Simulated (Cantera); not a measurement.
A perfectly stirred reactor is fed with 6.52 % CO, 8.47 % H₂, 17.9 % O₂, 67.1 % N₂, equivalence ratio 0.42, at 15.0 bar; it is adiabatic with a 798 K inlet, and is followed from long to short residence time, starting on the burning branch (τ in s: 0.038, 0.021, 0.011, 0.0062, 0.0034, 0.0019, 0.001, 0.00057, 0.00031, 0.00017, 9.4e-05, 5.1e-05).

Detailed kinetics in Cantera: GRI-Mech 3.0 (53 species, 325 reactions). The hydrogen kinetics of GRI-Mech 3.0 are dated; newer H2 mechanisms differ, most at raised pressure. The pressure lies above the range GRI-Mech 3.0 was tuned for (to about 10 atm).

One state of this run: T (K) = 1941; x CO = 0.000255; x H₂ = 3.81e-5; x O₂ = 0.112; x H₂O₂ = 2.27e-7; x H = 2.35e-6; x OH = 0.000774. x: mole fraction; the columns are a selection and need not sum to one.

**Question.** Which value of τ (s) does it belong to?
A. 0.038
B. 0.0034
C. 0.011
D. 0.0019

**Answer.** C, 0.011
